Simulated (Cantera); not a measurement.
Feed: 1 mol Si3N4, a varied amount of H2O, 460 mol N2, held at 1650 K and 28.0 mbar.

These are equilibrium values from Cantera (NASA tables, ideal gas, pure condensed phases), not measurements of a reactor. Candidate condensed phases: H2O, Si, SiO2, Si2N2O, Si3N4; 35 gas species. Mutual solubility and eutectic melting of coexisting phases are not modelled. The tables hold silica as quartz up to 1696 K and as liquid above; real silica turns to tridymite and cristobalite and melts near 1996 K. The numbers say what is thermodynamically allowed, not how fast it happens.

x: gas mole fraction; n: condensed amount in mol.

```csv
n(H2O) (mol),x N2,x H2,x SiO,x H,x H2O,n Si2N2O(s),n Si3N4(s),n SiO2(β-quartz)
0.13,0.999,0.000278,0.000245,9.05e-6,?,0.0170,0.951,0
0.19,0.999,0.000407,0.000245,1.10e-5,?,0.0770,0.911,0
0.29,0.999,0.000623,0.000245,1.35e-5,?,0.177,0.844,0
0.44,0.999,0.000947,0.000245,1.67e-5,?,0.327,0.744,0
0.65,0.998,0.00140,0.000245,2.03e-5,?,0.537,0.604,0
0.98,0.998,0.00211,0.000246,2.49e-5,?,0.867,0.384,0
1.5,0.996,0.00323,0.000246,3.09e-5,?,1.39,0.0377,0
2.2,0.992,0.00471,0.00301,3.73e-5,?,0.800,0,0
3.3,0.987,0.00702,0.00577,4.55e-5,?,0,0,0.298
4.9,0.987,0.0104,0.00236,5.54e-5,?,0,0,1.89
```

**Question.** Complete the blanks.

**Answer.** 
- 0.13, x H2O: 5.20e-11
- 0.19, x H2O: 7.62e-11
- 0.29, x H2O: 1.17e-10
- 0.44, x H2O: 1.77e-10
- 0.65, x H2O: 2.62e-10
- 0.98, x H2O: 3.95e-10
- 1.5, x H2O: 6.04e-10
- 2.2, x H2O: 1.32e-7
- 3.3, x H2O: 3.80e-6
- 4.9, x H2O: 1.38e-5
